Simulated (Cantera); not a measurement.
An isothermal plug-flow reactor at 575 K and 100000 Pa (inlet), inlet velocity 0.51 m/s, active area per volume 860 1/m; feed 0.472 % H2, 6.68 % O2, 91.0 % N2, 1.84 % H2O.

Detailed kinetics in Cantera: Deutschmann's 1995 Pt surface mechanism with GRI-Mech 3.0 gas chemistry. Catalytic surfaces can have several steady states; this one follows from the mechanism file's or the stated starting coverage. Mass transfer to the wall is taken as infinitely fast.

Task: Predict: x(H2) at z = 0.021 m; x(O2) at z = 0.021 m; x(H2O) at z = 0.021 m; θ(free Pt) at the exit; θ(O*) at the exit; θ(OH*) at the exit.

Result: 
* **x(H2) at z = 0.021 m**: 3.60e-5
* **x(O2) at z = 0.021 m**: 0.0646
* **x(H2O) at z = 0.021 m**: 0.0232
* **θ(free Pt) at the exit**: 0.00112
* **θ(O*) at the exit**: 0.996
* **θ(OH*) at the exit**: 0.00278
